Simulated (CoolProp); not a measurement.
CH2F2 (R32) along the isobar 0.101 MPa: fugacity coefficient from the reference equation and from simpler models built on Tc = 351.3 K, pc = 5.783 MPa, ω = 0.277; each cubic takes its own stable root.

Computed with CoolProp (reference Helmholtz-energy equation of state, Tillner-Roth 1997).

```
T (K)   phase  reference
-----  ------  ---------
203.5  liquid     0.3577
212.1  liquid     0.5892
220.6  liquid     0.9209
229.1     gas     0.9656
237.6     gas     0.9705
246.2     gas     0.9745
254.7     gas     0.9777
263.2     gas     0.9804
271.8     gas     0.9827
280.3     gas     0.9846
288.8     gas     0.9862
297.4     gas     0.9876
305.9     gas     0.9889
314.4     gas     0.9899
```

### Question
How far does each simpler model (van der Waals, Soave-Redlich-Kwong, Peng-Robinson) lie from the reference over these 14 states: mean and median of the absolute difference, and the worst?

### Answer
- van der Waals: mean 18.5 %, median 1.1 %, worst +174.5 % at 203.5 K and 0.101 MPa
- Soave-Redlich-Kwong: mean 0.9 %, median 0.6 %, worst -3.9 % at 203.5 K and 0.101 MPa
- Peng-Robinson: mean 0.5 %, median 0.3 %, worst +1.2 % at 229.1 K and 0.101 MPa

At some of these states van der Waals gives the other phase, because its saturation line lies elsewhere.
